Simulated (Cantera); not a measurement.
Charge: 1 mol Si, 3.3 mol HBr, 4.5 mol N2, held at 49.0 Pa.

These are equilibrium values from Cantera (NASA tables, ideal gas, pure condensed phases), not measurements of a reactor. Candidate condensed phases: Br2, Si, Si3N4; 28 gas species. N2 is the only nitrogen source here; it is nearly inert below about 1500 K, so the nitride shown seldom forms there in practice. The tables' values for SiBr3, SiBr are old estimates; treat these amounts as uncertain. Kinetics and transport are ignored.

x: gas mole fraction; n: condensed amount in mol.

```tsv
T (K)	x N2	x HBr	x H2	x SiBr2	x Br	x SiBr4	n Si3N4(s)
775	0.559	0.363	0.0517	3.29e-9	1.40e-6	0.0258	0.272
825	0.559	0.366	0.0504	4.38e-8	5.91e-6	0.0252	0.274
875	0.558	0.368	0.0494	4.33e-7	2.12e-5	0.0247	0.275
925	0.558	0.369	0.0485	3.32e-6	6.63e-5	0.0242	0.276
975	0.558	0.371	0.0478	2.06e-5	0.000184	0.0238	0.277
1025	0.557	0.371	0.0473	0.000106	0.000464	0.0234	0.278
1075	0.557	0.372	0.0470	0.000468	0.00107	0.0228	0.278
1125	0.556	0.371	0.0470	0.00178	0.00228	0.0216	0.277
1175	0.555	0.367	0.0480	0.00578	0.00446	0.0191	0.271
1225	0.553	0.355	0.0513	0.0156	0.00792	0.0144	0.257
1275	0.552	0.332	0.0591	0.0332	0.0124	0.00802	___
1325	0.554	0.296	0.0731	0.0549	0.0172	0.00319	___
1375	0.557	0.251	0.0914	0.0761	0.0217	0.00103	___
1425	0.561	0.206	0.110	0.0953	0.0259	0.000312	___
```

### Question
Some entries are withheld; supply them.

### Answer

- 1275, n Si3N4(s): 0.227
- 1325, n Si3N4(s): 0.183
- 1375, n Si3N4(s): 0.134
- 1425, n Si3N4(s): 0.0843
